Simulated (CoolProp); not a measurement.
Values from CoolProp's reference Helmholtz-energy equation of state, Thol 2021.

**Question.** Give the vapour pressure (kPa), vapour density (kg/m³) of saturated chlorine at 104.55 °C.

**Answer.** 
| T (°C) | p (kPa) | vapour density (kg/m³) |
|---|---|---|
| 104.55 | 4190 | 143 |
